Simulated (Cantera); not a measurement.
A closed system holds: 1 mol SiH2Cl2, 92 mol N2, 0.59 mol H2, held at 1477 °C and 0.00110 bar.

Equilibrium computed with Cantera from the NASA thermochemical tables; the gas is ideal and each condensed phase is pure. Candidate condensed phases: NH4Cl, Si, Si3N4; 28 gas species. The tables' values for SiCl, SiN are old estimates; treat these amounts as uncertain. The numbers say what is thermodynamically allowed, not how fast it happens.

Base state: N2 0.971, H2 0.0136, SiCl2 0.00751, HCl 0.00554, Si 0.00136, H 0.000817, Cl 0.000257, SiCl 0.000253 (mole fractions); condensed: Si(l).

### Question
What changes in the equilibrium state with this change: H2 from 0.59 to 74 mol?

### Answer
```tsv
species	before	after
N2	0.971	0.546
H2	0.0136	0.437
HCl	0.00554	0.0101
SiCl2	0.00751	0.000780
Si	0.00136	0.00136
SiH	6.98e-6	3.96e-5
H	0.000817	0.00464
SiCl	0.000253	8.15e-5
Cl	0.000257	8.29e-5
SiN	2.30e-5	1.72e-5
Si(l), mol	0.122	0.600
```
